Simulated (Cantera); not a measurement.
# Hydrocarbon pyrolysis for carbon deposition

An isothermal, constant-pressure homogeneous reactor starts with 12.4 % C3H8, 87.6 % H2, at 1525 K and 41.3 Torr.

Detailed kinetics in Cantera: GRI-Mech 3.0 (53 species, 325 reactions). GRI-Mech 3.0 was tuned for natural gas; its chemistry of propane as a main component is partial and can be far from experiment. GRI-Mech 3.0 stops at C3 and has no aromatics, soot or wall deposition, so with more carbon than oxygen in the feed, carbon stays in small species such as C2H2 where larger ones or solid carbon would form.

```csv
t (s),x C3H8,x H2,x C2H2,x C2H,x H,x C2H4,x C2H6
7.00e-5,0.0915,0.851,0.000138,2.62e-10,0.000746,0.0247,0.00145
0.000252,0.0117,0.789,0.00730,3.28e-8,0.00162,0.0865,0.00355
0.000910,8.14e-5,0.784,0.0286,3.79e-8,0.000475,0.0761,0.000667
0.00328,2.64e-7,0.788,0.0436,1.66e-8,0.000137,0.0603,0.000117
0.0118,1.30e-8,0.792,0.0586,9.54e-9,5.88e-5,0.0438,2.29e-5
0.0427,5.29e-9,0.796,0.0797,1.15e-8,5.24e-5,0.0205,1.32e-5
0.154,2.42e-9,0.801,0.0969,1.72e-8,6.48e-5,0.00200,1.39e-5
0.555,2.00e-9,0.805,0.0999,1.82e-8,6.70e-5,0.00120,1.26e-5
2.00,1.27e-9,0.816,0.106,2.02e-8,7.08e-5,0.00121,8.86e-6
```
x: mole fraction; the columns are a selection and need not sum to one.

Equilibrium at this temperature and pressure: C3H8 5.36e-11, H2 0.858, C2H2 0.130, C2H 3.13e-8, H 9.41e-5, C2H4 0.00135, C2H6 4.58e-7 (gas phase only).
